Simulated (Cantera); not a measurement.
Cantera run:

```python
import numpy as np
import cantera as ct

gas_names = """
    AL ALCL ALCL2 ALCL3 AL2 AL2CL6 CL CL2
""".split()
cond_names = """
    AL(cr) AL(L) ALCL3(s) ALCL3(L)
""".split()


# ... load() reads the species with a 1 bar reference pressure and builds the phases ...
atoms = {
    'Al': {'AL': 1},
    'Cl2': {'CL': 2},
}
top_T = {}  # K; cautious upper limits of use, not melting points


# ... equilibrate(T, P, feed) seeds the gas with the atoms and calls Mixture.equilibrate('TP', solver="vcs", rtol=1e-11, max_steps=5000) ...
results = []
feed = {'Al': 1, 'Cl2': 2.1}  # mol
T = 1373  # K
for P in [1, 5.2, 27, 140, 720, 3700, 19000, 100000]:
    mix = equilibrate(T, P, feed)
    results.append((T, P, feed, dict(zip(mix.species_names, mix.species_moles))))

top = {s: max(r[3][s] / sum(r[3][g] for g in gas_names) for r in results) for s in gas_names}
cols = sorted((s for s in top if top[s] > 0.0001), key=lambda s: -top[s])[:6]
seen = [c for c in cond_names if any(r[3].get(c, 0) > 1e-12 for r in results)]
print("log10 of partial pressures in bar; condensed amounts in mol")
print(f"{'P/Pa':>10s}" + "".join(f"{s[:9]:>10s}" for s in cols + seen))
for T, P, feed, n in results:
    ng = sum(n[g] for g in gas_names)
    print(f"{P:10.4g}" + "".join(f"{np.log10(max(n[s] / ng * P / 1e5, 1e-99)):10.3f}" for s in cols)
          + "".join(f"{n.get(c, 0):10.4g}" for c in seen))
```

It prints:

```
log10 of partial pressures in bar; condensed amounts in mol
      P/Pa     ALCL3        CL       CL2    AL2CL6     ALCL2
         1    -5.340    -5.270    -7.262   -13.276    -8.951
       5.2    -4.616    -4.578    -5.879   -11.827    -8.918
        27    -3.874    -3.949    -4.621   -10.344    -8.805
       140    -3.121    -3.425    -3.574    -8.837    -8.575
       720    -2.379    -2.989    -2.700    -7.354    -8.271
      3700    -1.651    -2.596    -1.916    -5.898    -7.935
   1.9e+04    -0.932    -2.225    -1.173    -4.461    -7.588
     1e+05    -0.208    -1.857    -0.437    -3.012    -7.232
```

Cantera equilibrium calculation (NASA polynomials, part measured and part estimated; ideal gas, pure solids and liquids). The tables' values for AlCl2 are old estimates; treat these amounts as uncertain.
